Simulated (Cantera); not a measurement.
Thermodynamics of oxide etching and cleaning by halides, feed CaO + NF₃ + O₂

A closed system holds: 1 mol CaO, 0.57 mol NF₃, 1.4 mol O₂, held at 875 °C and 100 Torr.

Equilibrium computed with Cantera from the NASA thermochemical tables; the gas is ideal and each condensed phase is pure. Candidate condensed phases: Ca, CaF₂, CaO; 22 gas species. Mutual solubility and eutectic melting of coexisting phases are not modelled. Kinetics and transport are ignored.

```
Quantity                              Value
--------------------------------  ---------
x(O₂)                                 0.865
x(N₂)                                 0.135
x(NO)                              0.000108
x(NO₂)                              1.77e-6
n(CaF₂(s))                        0.855 mol
n(CaO(s))                         0.145 mol
gas amount                        2.112 mol
log10 activity of Ca(l) (absent)     -22.93
```
